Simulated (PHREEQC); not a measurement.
A solution holds 0.004 mol CaSO4, 0.00018 mol NaF and 0.00013 mol NaCl per kg of water, at 25 °C. Closed to the air; pH follows from the charge balance.

The numbers come from PHREEQC with the ion-association model, phreeqc.dat.

Each row changes one thing in this solution. This is a speciation only: nothing precipitates in the calculation.

```tsv
case	pH	ionic strength (mol/kgw)	SI of Halite (NaCl)
as made	7.06	0.0133	-9.07
NaF from 0.00018 to 0.00036 mol/kgw	7.09	0.0135	-8.87
NaF replaced by Na3PO4 at the same molality	9.52	0.0133	-8.74
NaCl from 0.00013 to 1.3e-05 mol/kgw	7.06	0.0132	-10.28
diluted 10-fold with water	7.01	0.00156	-11.00
CaSO4 left out	7.05	0.000310	-8.98
```

Species that the database lacks are ignored. Some of these states are supersaturated (in Fluorite, Hydroxyapatite, for instance).
